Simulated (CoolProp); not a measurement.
100 sccm (0 °C, 1 atm) of nitrogen bubbles through liquid octamethylcyclotetrasiloxane (D4) at 342.2 K and leaves saturated at a total pressure of 0.0603 MPa (ideal gas phase). Each further row changes one setting.

The numbers come from the reference Helmholtz-energy equation of state, Thol 2015 in CoolProp.

```csv
case,vapour pressure (kPa),mole fraction of vapour,delivery (mg/min),delivery (sccm),change of delivery for a bath 1 K warmer (%)
as stated,2.09,(withheld),47.5,3.59,5.5
bath temperature 347.2 K,2.69,0.0447,(withheld),4.68,5.3
total pressure 0.121 MPa,2.09,0.0173,(withheld),1.76,5.4
```

Task: What belongs in the gaps?

Result: 
- as stated, mole fraction of vapour: 0.0346
- bath temperature 347.2 K, delivery (mg/min): 61.9
- total pressure 0.121 MPa, delivery (mg/min): 23.2
